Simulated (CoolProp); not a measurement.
Properties of R115 along the isobar 40.3 bar (Tc = 353.1 K, pc = 31.29 bar, ω = 0.248).

The numbers come from the reference Helmholtz-energy equation of state, Lemmon 2016 in CoolProp.

```
T (K)          phase       Z  cv (kJ/(kg K))  speed of sound (m/s)  Joule-Thomson coefficient (K/MPa)  expansivity (1/kK)  fugacity coefficient
-----  -------------  ------  --------------  --------------------  ---------------------------------  ------------------  --------------------
333.8         liquid  0.1986          0.7679                 252.0                             0.7207               6.029                0.4199
345.9         liquid  0.2093          0.7904                     …                              1.471               9.068                0.4984
358    supercritical  0.2384          0.8255                 126.5                              3.972                   …                0.5764
370.1  supercritical  0.4046          0.8615                 84.36                              11.97               45.08                0.6415
382.2  supercritical  0.5473          0.8350                 96.07                              11.03               17.79                0.6858
394.2  supercritical  0.6276          0.8278                 106.3                              9.370                   …                0.7204
406.3  supercritical  0.6845          0.8284                 114.7                              8.082               8.405                0.7499
418.4  supercritical  0.7282          0.8325                     …                              7.093               6.798                0.7754
430.5  supercritical  0.7633          0.8385                 128.0                              6.311               5.761                0.7977
442.6  supercritical  0.7923          0.8454                 133.6                              5.677               5.032                0.8176
454.6  supercritical  0.8167          0.8527                 138.6                              5.154               4.492                0.8351
466.7  supercritical  0.8377          0.8603                 143.3                              4.710               4.070                0.8510
```

Task: Some entries are withheld; supply them.

Result: 
- 345.9, speed of sound (m/s): 195.8
- 358, expansivity (1/kK): 22.22
- 394.2, expansivity (1/kK): 11.26
- 418.4, speed of sound (m/s): 121.8
